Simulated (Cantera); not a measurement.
Mixture: CH4 : O2 : N2 = 1 : 1.43 : 5.37 (molar parts), equivalence ratio 1.4, at 1.10 bar, adiabatic and at constant volume. Ignition delay is the time to a rise of 400 K.

Computed with Cantera and GRI-Mech 3.0 (53 species, 325 reactions).

Question: Predict: delay at 1073 K; delay at 1223 K; delay at 1373 K; delay at 1523 K; delay at 1673 K; apparent activation energy between 1523 and 1673 K.

Answer: 
```json
{
  "delay at 1073 K": "0.336 s",
  "delay at 1223 K": "34.6 ms",
  "delay at 1373 K": "4.90 ms",
  "delay at 1523 K": "0.928 ms",
  "delay at 1673 K": "0.243 ms",
  "apparent activation energy between 1523 and 1673 K": "190 kJ/mol"
}
```
